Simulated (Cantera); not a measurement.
A freely propagating, adiabatic, planar premixed flame of 25.9 % H2, 15.1 % O2, 56.8 % N2, 2.20 % H2O, equivalence ratio 0.86, unburnt at 450 K and 1.00 bar; mixture-averaged transport, grid criteria slope 0.08 and curve 0.16, no radiation.

Model: the H2/O2 subset of GRI-Mech 3.0, which has no nitrogen chemistry, integrated in Cantera. Burning velocities carry a grid error of a few per cent, more on coarse grids.

x: mole fraction of selected species; z is measured from the peak of heat release.

| z (mm) | T (K) | u (m/s) | x H2 | x O2 | x O | x HO2 | x H2O | x H |
|---|---|---|---|---|---|---|---|---|
| -1.18 | 450 | 3.61 | 0.259 | 0.151 | <1e-8 | <1e-8 | 0.0220 | <1e-8 |
| -0.786 | 450 | 3.61 | 0.259 | 0.151 | <1e-8 | <1e-8 | 0.0220 | <1e-8 |
| -0.590 | 450 | 3.61 | 0.259 | 0.151 | <1e-8 | <1e-8 | 0.0220 | <1e-8 |
| -0.393 | 450 | 3.61 | 0.259 | 0.151 | <1e-8 | 2.33e-7 | 0.0221 | <1e-8 |
| -0.197 | 468 | 3.71 | 0.250 | 0.152 | … | … | 0.0230 | … |
| -0.0983 | … | 5.48 | … | 0.148 | … | … | … | … |
| 0 | 1159 | 8.62 | 0.128 | 0.115 | 0.00345 | 0.000123 | 0.122 | 0.0192 |
| 0.0983 | 1471 | 10.8 | 0.0572 | 0.0662 | 0.00910 | 5.69e-5 | 0.208 | 0.0336 |
| 0.197 | 1633 | 11.9 | 0.0350 | 0.0464 | 0.0107 | 3.43e-5 | 0.241 | 0.0326 |
| 0.393 | 1796 | 13.0 | 0.0285 | 0.0388 | 0.00945 | 2.26e-5 | 0.257 | 0.0238 |
| 0.786 | 1950 | 14.0 | 0.0240 | 0.0347 | 0.00696 | 1.48e-5 | 0.270 | 0.0147 |
| 1.57 | 2082 | 14.8 | 0.0181 | 0.0311 | 0.00455 | 9.14e-6 | 0.284 | 0.00791 |
| 3.15 | 2182 | 15.4 | 0.0121 | 0.0284 | 0.00269 | 5.58e-6 | 0.296 | 0.00373 |

### Question
What belongs in the gaps?

### Answer

- -0.197, x O: 2.38e-6
- -0.197, x HO2: 0.000152
- -0.197, x H: 1.03e-5
- -0.0983, T (K): 714
- -0.0983, x H2: 0.210
- -0.0983, x O: 0.000190
- -0.0983, x HO2: 0.000322
- -0.0983, x H2O: 0.0449
- -0.0983, x H: 0.00253
